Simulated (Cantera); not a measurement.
An isothermal, constant-pressure homogeneous reactor starts with 87.1 % CH4, 12.9 % H2O, at 1325 K and 12.0 bar.

Detailed kinetics in Cantera: GRI-Mech 3.0 (53 species, 325 reactions). GRI-Mech 3.0 stops at C3 and has no aromatics, soot or wall deposition, so with more carbon than oxygen in the feed, carbon stays in small species such as C2H2 where larger ones or solid carbon would form. The pressure lies above the range GRI-Mech 3.0 was tuned for (to about 10 atm).

Predict: x(CH4) at 3.00 s; x(H2O) at 3.00 s; x(C2H6) at 3.00 s; x(C2H2) at 3.00 s.


```json
{
  "x(CH4) at 3.00 s": "0.662 (gas-phase equilibrium 0.558)",
  "x(H2O) at 3.00 s": "0.118 (gas-phase equilibrium 4.35e-5)",
  "x(C2H6) at 3.00 s": "0.00369 (gas-phase equilibrium 0.00147)",
  "x(C2H2) at 3.00 s": "0.0139 (gas-phase equilibrium 0.00119)"
}
```
